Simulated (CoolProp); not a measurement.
Methanol along the isotherm 119.95 °C: density (kg/m³) from the reference equation and from simpler models built on Tc = 240.2 °C, pc = 8.216 MPa, ω = 0.565; each cubic takes its own stable root.

Model: reference Helmholtz-energy equation of state, de Reuck 1993, in CoolProp.

| p (MPa) | phase | reference |
|---|---|---|
| 0.013 | gas | 0.1277 |
| 0.0267 | gas | 0.2627 |
| 0.0548 | gas | 0.5413 |
| 0.112 | gas | 1.115 |
| 0.231 | gas | 2.344 |
| 0.474 | gas | 5.060 |
| 0.974 | liquid | 688.0 |
| 2 | liquid | 690.0 |
| 4.11 | liquid | 693.9 |

Q: How far does each simpler model (van der Waals, Redlich-Kwong, Peng-Robinson) lie from the reference over these 9 states: mean and median of the absolute difference, and the worst?

A: 
- van der Waals: mean 28.4 %, median 1.8 %, worst -98.5 % at 119.95 °C and 0.974 MPa
- Redlich-Kwong: mean 18.6 %, median 1.4 %, worst -98.5 % at 119.95 °C and 0.974 MPa
- Peng-Robinson: mean 5.3 %, median 0.8 %, worst -14.7 % at 119.95 °C and 4.11 MPa

At some of these states van der Waals, Redlich-Kwong gives the other phase, because its saturation line lies elsewhere.
